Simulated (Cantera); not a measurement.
An isothermal, constant-pressure homogeneous reactor starts with NO : N2 = 1 : 3.7 (molar parts), at 1425 K and 9.00 Torr. Integrator tolerance rtol = 1e-08.

Detailed kinetics in Cantera: GRI-Mech 3.0 (53 species, 325 reactions). Radical loss at walls, strong at low pressure, is not modelled.

What does this change do: temperature 1425 to 2075 K?


```csv
quantity,before,after
x(NO) at 10.0 s,0.213 (gas-phase equilibrium 0.000633),0.0790 (gas-phase equilibrium 0.00691)
x(N2O) at 10.0 s,9.91e-6 (gas-phase equilibrium 4.64e-9),1.71e-6 (gas-phase equilibrium 4.50e-8)
x(N2) at 10.0 s,0.787 (gas-phase equilibrium 0.893),0.853 (gas-phase equilibrium 0.889)
x(NO2) at 10.0 s,7.39e-6 (gas-phase equilibrium 3.34e-7),7.34e-6 (gas-phase equilibrium 8.01e-7)
x(O2) at 10.0 s,9.42e-6 (gas-phase equilibrium 0.106),0.0653 (gas-phase equilibrium 0.101)
x(O) at 10.0 s,4.69e-7 (gas-phase equilibrium 4.15e-6),0.00276 (gas-phase equilibrium 0.00340)
```
